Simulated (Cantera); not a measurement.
A closed system holds: 1 mol TiO2, 0.33 mol H2, at 0.133 bar.

Cantera equilibrium calculation (NASA polynomials, part measured and part estimated; ideal gas, pure solids and liquids). Candidate condensed phases: H2O, Ti, TiO, TiO2, Ti2O3, Ti3O5, Ti4O7; 12 gas species. Mutual solubility and eutectic melting of coexisting phases are not modelled. Condensed phases not in the tables: Magnéli phases beyond Ti4O7. Gases not in the tables: TiO(OH)2. Equilibrium is a limit: real reactors are often held back by kinetics, nucleation or transport.

Question: At 2000 K, list the 4 most abundant gas species with their mole fractions, and the condensed phases.

Answer: H2 0.720, H2O 0.276, H 0.00378, OH 0.000145. Condensed: TiO2(rutile) + Ti4O7(l).
